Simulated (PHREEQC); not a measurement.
Alkaline etch or developer (model solution)

Dissolve 0.0017 mol/kgw NH3 and 1.4e-05 mol/kgw H4SiO4 at 25 °C. Closed to the air; pH follows from the charge balance.

Computed with PHREEQC (ion-association model, phreeqc.dat).

No solid was allowed to form.

Task: Predict the pH, ionic strength.

Result: pH 10.20; ionic strength 0.000172 mol/kgw.

Task: In which forms is Si present?

Result: H3SiO4- 70 %, H4SiO4 30 % of the Si.
